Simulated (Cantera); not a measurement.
An adiabatic, constant-pressure homogeneous reactor starts with CO : H2 : O2 : N2 : H2O = 1 : 0.093 : 0.321 : 1.21 : 0.26 (molar parts), equivalence ratio 1.7, at 1748 K and 1.00 bar. Integrator tolerance rtol = 1e-08.

Model: GRI-Mech 3.0 (53 species, 325 reactions), integrated in Cantera.

### Question
What does this change do: initial temperature 1748 to 1275 K?

### Answer
| quantity | before | after |
|---|---|---|
| time of steepest temperature rise | 20.6 µs | 83.8 µs |
| temperature at 0.200 s | 2791 K | 2639 K |
| equilibrium temperature | 2791 K | 2639 K |
| x(CO) at 0.200 s | 0.201 (gas-phase equilibrium 0.201) | 0.180 (gas-phase equilibrium 0.180) |
| x(H2) at 0.200 s | 0.0170 (gas-phase equilibrium 0.0170) | 0.0152 (gas-phase equilibrium 0.0152) |
| x(O2) at 0.200 s | 0.0159 (gas-phase equilibrium 0.0159) | 0.00700 (gas-phase equilibrium 0.00700) |
| x(H2O) at 0.200 s | 0.101 (gas-phase equilibrium 0.101) | 0.112 (gas-phase equilibrium 0.112) |
| x(HO2) at 0.200 s | 4.10e-6 (gas-phase equilibrium 4.10e-6) | 1.66e-6 (gas-phase equilibrium 1.66e-6) |
| x(OH) at 0.200 s | 0.0173 (gas-phase equilibrium 0.0173) | 0.00989 (gas-phase equilibrium 0.00989) |

### Question
What does this change do: O2 0.321 to 0.19 parts?

### Answer
```json
[
 {"quantity": "time of steepest temperature rise", "before": "20.6 µs", "after": "24.2 µs"},
 {"quantity": "temperature at 0.200 s", "before": "2791 K", "after": "2617 K"},
 {"quantity": "equilibrium temperature", "before": "2791 K", "after": "2617 K"},
 {"quantity": "x(CO) at 0.200 s", "before": "0.201 (gas-phase equilibrium 0.201)", "after": "0.251 (gas-phase equilibrium 0.251)"},
 {"quantity": "x(H2) at 0.200 s", "before": "0.0170 (gas-phase equilibrium 0.0170)", "after": "0.0289 (gas-phase equilibrium 0.0289)"},
 {"quantity": "x(O2) at 0.200 s", "before": "0.0159 (gas-phase equilibrium 0.0159)", "after": "0.00130 (gas-phase equilibrium 0.00130)"},
 {"quantity": "x(H2O) at 0.200 s", "before": "0.101 (gas-phase equilibrium 0.101)", "after": "0.101 (gas-phase equilibrium 0.101)"},
 {"quantity": "x(HO2) at 0.200 s", "before": "4.10e-6 (gas-phase equilibrium 4.10e-6)", "after": "4.23e-7 (gas-phase equilibrium 4.23e-7)"},
 {"quantity": "x(OH) at 0.200 s", "before": "0.0173 (gas-phase equilibrium 0.0173)", "after": "0.00579 (gas-phase equilibrium 0.00579)"}
]
```
